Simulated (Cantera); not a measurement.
An isothermal, constant-pressure homogeneous reactor starts with CO : O2 : H2O : N2 = 0.02 : 0.028 : 0.0055 : 1 (molar parts), at 1375 K and 1200 Torr.

Model: GRI-Mech 3.0 (53 species, 325 reactions), integrated in Cantera.

Q: Predict: x(CO) at 8.00 s; x(O2) at 8.00 s; x(H2O) at 8.00 s; x(H2) at 8.00 s; x(NO2) at 8.00 s; x(NO) at 8.00 s.

A: 
```
Property                                            Result
----------------  ----------------------------------------
x(CO) at 8.00 s    7.34e-8 (gas-phase equilibrium 7.36e-8)
x(O2) at 8.00 s      0.0172 (gas-phase equilibrium 0.0171)
x(H2O) at 8.00 s   0.00527 (gas-phase equilibrium 0.00527)
x(H2) at 8.00 s    9.77e-9 (gas-phase equilibrium 9.79e-9)
x(NO2) at 8.00 s   6.58e-9 (gas-phase equilibrium 5.82e-7)
x(NO) at 8.00 s   2.24e-6 (gas-phase equilibrium 0.000199)
```
